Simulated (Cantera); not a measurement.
A closed system holds: 1 mol trisilylamine, 2.5 mol NH₃, 0.79 mol H₂, equilibrated at 1150 °C and 133 Pa.

Equilibrium computed with Cantera from the NASA thermochemical tables; the gas is ideal and each condensed phase is pure. Candidate condensed phases: Si, Si₃N₄; 18 gas species. The feed counts by its element totals alone. Mutual solubility and eutectic melting of coexisting phases are not modelled. The numbers say what is thermodynamically allowed, not how fast it happens.

Base state: H₂ 0.993, N₂ 0.00721, H 0.000182 (mole fractions); condensed: Si(s) + Si₃N₄(s).

What changes in the equilibrium state with this change: temperature from 1150 °C to 1302 °C?


```json
[
 {"species": "H₂", "before": "0.993", "after": "0.854"},
 {"species": "N₂", "before": "0.00721", "after": "0.145"},
 {"species": "H", "before": "0.000182", "after": "0.00105"},
 {"species": "Si", "before": "1.15e-6", "after": "4.31e-5"},
 {"species": "Si(s), mol", "before": "0.473", "after": "2.67"},
 {"species": "Si₃N₄(s), mol", "before": "0.842", "after": "0.109"}
]
```

What changes in the equilibrium state with this change: pressure from 133 Pa to 2500 Pa?


| species | before | after |
|---|---|---|
| H₂ | 0.993 | 1.000 |
| N₂ | 0.00721 | 0.000384 |
| H | 0.000182 | 4.21e-5 |
| Si(s), mol | 0.473 | 0.380 |
| Si₃N₄(s), mol | 0.842 | 0.873 |

What changes in the equilibrium state with this change: NH₃ from 2.5 to 21 mol?


```
species          before     after
-------------  --------  --------
H₂                0.993     0.803
N₂              0.00721     0.197
H              0.000182  0.000163
Si(s), mol        0.473         0
Si₃N₄(s), mol     0.842     1.000
```
